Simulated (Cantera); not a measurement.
**Premixed flame**

A freely propagating, adiabatic, planar premixed flame of H2 : O2 : N2 : H2O = 1 : 0.833 : 3.13 : 0.42 (molar parts), unburnt at 450 K and 80000 Pa; mixture-averaged transport, grid criteria slope 0.08 and curve 0.16, no radiation.

Detailed kinetics in Cantera: the H2/O2 subset of GRI-Mech 3.0, which has no nitrogen chemistry. Burning velocities carry a grid error of a few per cent, more on coarse grids. Lean hydrogen flames are cellular in practice and burn faster than this planar one.

```tsv
z (mm)	T (K)	u (m/s)	x H2	x O2	x O	x H2O2	x H	x H2O
-1.51	450	1.44	0.186	0.155	<1e-8	<1e-8	<1e-8	0.0780
-1.01	450	1.44	0.185	0.155	<1e-8	1.04e-8	<1e-8	0.0782
-0.756	451	1.44	0.182	0.155	<1e-8	1.21e-7	<1e-8	0.0785
-0.504	455	1.44	0.174	0.157	5.55e-8	1.44e-6	<1e-8	0.0796
-0.252	545	1.67	0.140	0.159	6.24e-6	4.31e-5	1.99e-5	0.0916
-0.126	801	2.40	0.102	0.149	0.000186	4.84e-5	0.000991	0.126
0	1123	3.31	0.0589	0.123	0.00171	1.40e-5	0.00506	0.182
0.126	1353	3.98	0.0272	0.0951	0.00409	5.62e-6	0.00820	0.230
0.252	1485	4.36	0.0138	0.0811	0.00488	3.33e-6	0.00759	0.253
0.504	1614	4.72	0.00714	0.0739	0.00389	1.63e-6	0.00429	0.267
1.01	1708	4.97	0.00378	0.0717	0.00207	7.97e-7	0.00152	0.275
2.02	1760	5.11	0.00154	0.0712	0.000831	4.09e-7	0.000371	0.281
4.03	1782	5.17	0.000496	0.0713	0.000269	1.99e-7	6.64e-5	0.283
```
x: mole fraction of selected species; z is measured from the peak of heat release.

* **laminar burning velocity**: 144 cm/s
* **thermal thickness**: 0.504 mm
* **peak x(O)**: 0.00488
* **peak x(H2O2)**: 5.74e-5
* **peak x(H)**: 0.00833
* **grid points**: 106
